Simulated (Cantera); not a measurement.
A closed system holds: 1 mol HCl, 0.45 mol O₂, 1.5 mol N₂, at 2525 K and 0.133 bar.

Cantera equilibrium calculation (NASA polynomials, part measured and part estimated; ideal gas, pure solids and liquids). Candidate condensed phases: H₂O, NH₄Cl; 29 gas species. The numbers say what is thermodynamically allowed, not how fast it happens.

Base state: N₂ 0.475, HCl 0.169, Cl 0.151, O₂ 0.0923, H₂O 0.0614, OH 0.0165, O 0.0136, NO 0.0124 (mole fractions); condensed: gas only.

Question: What changes in the equilibrium state with this change: pressure from 0.133 bar to 1.33 mbar?

Answer: 
```
species    before    after
-------  --------  -------
N₂          0.475    0.404
Cl          0.151    0.216
H         0.00468    0.107
HCl         0.169   0.0554
O          0.0136   0.0960
H₂        0.00371   0.0192
H₂O        0.0614   0.0224
O₂         0.0923   0.0458
OH         0.0165   0.0265
NO         0.0124  0.00803
Cl₂      0.000229  4.72e-6
HOCl      1.00e-5  2.31e-7
```

Question: What changes in the equilibrium state with this change: temperature from 2525 K to 3173.15 K?

Answer: 
```tsv
species	before	after
N₂	0.475	0.399
Cl	0.151	0.210
O	0.0136	0.103
HCl	0.169	0.0615
H	0.00468	0.101
H₂	0.00371	0.0199
H₂O	0.0614	0.0178
O₂	0.0923	0.0361
OH	0.0165	0.0339
NO	0.0124	0.0172
N	6.94e-7	6.93e-5
Cl₂	0.000229	3.66e-5
HOCl	1.00e-5	2.65e-6
ClO	0.000183	0.000123
```
